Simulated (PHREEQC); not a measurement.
## Brine: speciation

Consider water at 25 °C with 0.1 mol/kgw Na2CO3 and 0.00013 mol/kgw H3BO3. Closed to the air; pH follows from the charge balance.

The numbers come from PHREEQC with the ion-association model, phreeqc.dat.

Each row changes one thing in this solution. Precipitation was switched off in this run.

| case | pH | ionic strength (mol/kgw) |
|---|---|---|
| as made | 11.25 | 0.206 |
| temperature from 25 to 45 °C | ___ | 0.167 |
| H3BO3 left out | 11.26 | 0.206 |
| Na2CO3 left out | 6.54 | ___ |
| diluted 5-fold with water | 11.07 | ___ |
| H3BO3 from 0.00013 to 1.3e-05 mol/kgw | 11.26 | 0.206 |
| diluted 10-fold with water | 10.97 | 0.0260 |

**Question.** Some entries are withheld; supply them.

**Answer.** 
- temperature from 25 to 45 °C, pH: 10.79
- Na2CO3 left out, ionic strength (mol/kgw): 2.91e-7
- diluted 5-fold with water, ionic strength (mol/kgw): 0.0496

Complexes and solids missing from the database can't appear. At this temperature some constants are extrapolated from 25 °C, and those without enthalpy data are left unchanged.
